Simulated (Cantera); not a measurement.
A Cantera script and what it prints.

```python
import numpy as np
import cantera as ct

gas_names = [...]  # 113 gases of nasa_gas.yaml made of C, H, O, Ti
cond_names = """
    C(gr) C6H6(L) C7H8(L) C8H18(L),n-octa H2O(s) H2O(L) Ti(a) Ti(b) Ti(L) TiC(s) TiC(L) TiO(a) TiO(b)
    TiO(L) TiO2(ru) TiO2(L) Ti2O3(a) Ti2O3(b) Ti2O3(L) Ti3O5(a) Ti3O5(b) Ti3O5(L) Ti4O7(s) Ti4O7(L)
""".split()


# ... load() reads the species with a 1 bar reference pressure and builds the phases ...
atoms = {
    'Ti(OiPr)4': {'Ti': 1, 'C': 12, 'H': 28, 'O': 4},
    'CH4': {'C': 1, 'H': 4},
}
top_T = {'C(gr)': 4500}  # K; cautious upper limits of use, not melting points


# ... equilibrate(T, P, feed) seeds the gas with the atoms and calls Mixture.equilibrate('TP', solver="vcs", rtol=1e-11, max_steps=5000) ...
results = []
feed = {'Ti(OiPr)4': 1, 'CH4': 2.5}  # mol
P = 47000  # Pa
for T in [1000, 1075, 1150, 1225, 1300, 1375, 1450]:
    mix = equilibrate(T, P, feed)
    results.append((T, P, feed, dict(zip(mix.species_names, mix.species_moles))))

top = {s: max(r[3][s] / sum(r[3][g] for g in gas_names) for r in results) for s in gas_names}
cols = sorted((s for s in top if top[s] > 0.001), key=lambda s: -top[s])[:7]
seen = [c for c in cond_names if any(r[3].get(c, 0) > 1e-12 for r in results)]
print("log10 of partial pressures in bar; condensed amounts in mol")
print(f"{'T/K':>10s}" + "".join(f"{s[:9]:>10s}" for s in cols + seen))
for T, P, feed, n in results:
    ng = sum(n[g] for g in gas_names)
    print(f"{T:10.4g}" + "".join(f"{np.log10(max(n[s] / ng * P / 1e5, 1e-99)):10.3f}" for s in cols)
          + "".join(f"{n.get(c, 0):10.4g}" for c in seen))
```

It prints:

```
log10 of partial pressures in bar; condensed amounts in mol
       T/K        H2        CO       CH4       H2O       CO2     C(gr)    TiC(s)  TiO2(ru)  Ti3O5(b)  Ti4O7(s)
      1000    -0.389    -1.409    -1.799    -2.202    -3.065     12.13         0         1         0         0
      1075    -0.380    -1.367    -2.106    -2.645    -3.600     12.27         0         1         0         0
      1150    -0.376    -1.354    -2.383    -3.059    -4.113     12.36         0         1         0         0
      1225    -0.379    -1.305    -2.640    -3.390    -4.483     12.17         0         0         0      0.25
      1300    -0.380    -1.289    -2.864    -3.709    -4.865     12.11         0         0    0.3333         0
      1375    -0.379    -1.289    -3.061    -4.005    -5.231     12.13         0         0    0.3333         0
      1450    -0.412    -1.088    -3.304    -4.102    -5.154      9.48         1         0         0         0
```

These are equilibrium values from Cantera (NASA tables, ideal gas, pure condensed phases), not measurements of a reactor. The feed counts by its element totals alone. TiC: taken at fixed stoichiometry. Condensed phases not in the tables: Magnéli phases beyond Ti4O7.
